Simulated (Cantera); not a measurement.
A freely propagating, adiabatic, planar premixed flame of 35.8 % H₂, 14.9 % O₂, 49.3 % N₂, unburnt at 600 K and 1.40 bar; multicomponent+Soret transport, grid criteria slope 0.08 and curve 0.16, no radiation.

Model: the H2/O2 subset of GRI-Mech 3.0, which has no nitrogen chemistry, integrated in Cantera. Burning velocities carry a grid error of a few per cent, more on coarse grids.

**Question.** Predict: laminar burning velocity; thermal thickness; peak x(H₂O₂); peak x(H); peak x(O).

**Answer.** 
```
Item                         Value
------------------------  --------
laminar burning velocity  874 cm/s
thermal thickness         0.287 mm
peak x(H₂O₂)               2.01e-5
peak x(H)                   0.0758
peak x(O)                   0.0122
```
